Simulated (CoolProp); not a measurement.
Values from CoolProp's reference Helmholtz-energy equation of state, Gao 2022.

Problem. For n-perfluorohexane, give the phase and the Z, Joule-Thomson coefficient (K/MPa) at 260.1 K and 6.11 bar; 260.1 K and 23.1 bar.

Solution. 
- 260.1 K and 6.11 bar: liquid; Z 0.0535, Joule-Thomson coefficient -0.340
- 260.1 K and 23.1 bar: liquid; Z 0.202, Joule-Thomson coefficient -0.344
